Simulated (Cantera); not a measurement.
Feed: 1 mol H₂S, a varied amount of O₂, equilibrated at 750 °C and 113000 Torr.

These are equilibrium values from Cantera (NASA tables, ideal gas, pure condensed phases), not measurements of a reactor. Candidate condensed phases: H₂O, H₂SO₄, S; 19 gas species. The ideal-gas law is rough above about 30 bar. Gases not in the tables: S₃ to S₇. Rates play no part.

x: gas mole fraction; n: condensed amount in mol.

```csv
n(O₂) (mol),x H₂O,x SO₂,x H₂S,x SO₃,x O₂,x H₂SO₄,x S₂,x S₂O,n S(l)
0.32,0.514,0.0317,0.393,2.80e-9,<1e-12,7.24e-10,0.0473,0.00364,0.343
0.4,0.568,0.0636,0.306,7.93e-9,<1e-12,2.27e-9,0.0473,0.00516,0.377
0.49,0.586,0.109,0.241,1.79e-8,<1e-12,5.28e-9,0.0473,0.00676,0.361
0.61,0.574,0.174,0.187,3.58e-8,<1e-12,1.03e-8,0.0473,0.00852,0.287
0.76,0.539,___,___,___,<1e-12,___,0.0473,___,___
0.94,0.497,0.322,0.116,9.13e-8,<1e-12,2.29e-8,0.0456,0.0113,0
1.2,0.487,___,___,___,<1e-12,___,___,___,0
1.4,0.494,0.474,0.0223,2.64e-7,<1e-12,6.57e-8,0.00661,0.00322,0
1.8,0.468,0.220,<1e-12,0.249,0.00445,0.0587,<1e-12,<1e-12,0
2.2,0.403,0.0579,<1e-12,0.345,0.124,0.0701,<1e-12,<1e-12,0
```

Fill in the missing entries.


- 0.76, x SO₂: 0.247
- 0.76, x H₂S: 0.147
- 0.76, x SO₃: 6.08e-8
- 0.76, x H₂SO₄: 1.65e-8
- 0.76, x S₂O: 0.0102
- 0.76, n S(l): 0.155
- 1.2, x SO₂: 0.414
- 1.2, x H₂S: 0.0644
- 1.2, x SO₃: 1.54e-7
- 1.2, x H₂SO₄: 3.78e-8
- 1.2, x S₂: 0.0253
- 1.2, x S₂O: 0.00824
